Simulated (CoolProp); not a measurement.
A single-stage vapour-compression cycle with n-butane: evaporating at 273.15 K (dew point), condensing at 330.15 K (bubble point), superheat 10 K, subcooling 5 K, compressor efficiency 0.7, no pressure losses. Each further row changes one setting.

The numbers come from the reference Helmholtz-energy equation of state, Bücker 2006 in CoolProp.

```tsv
case	cooling COP	pressure ratio	discharge temperature (K)	refrigerating effect (kJ/kg)	volumetric capacity (kJ/m³)
as stated	2.70	5.74	348.3	274	725
evaporating temperature 278.15 K	3.09	4.77	346.8	282	886
condensing temperature 325.15 K	3.05	5.06	343.4	287	760
subcooling 10 K	2.83	5.74	348.3	287	759
superheat 20 K	2.75	5.74	358.4	291	741
compressor efficiency 0.6	2.32	5.74	356.4	274	725
```
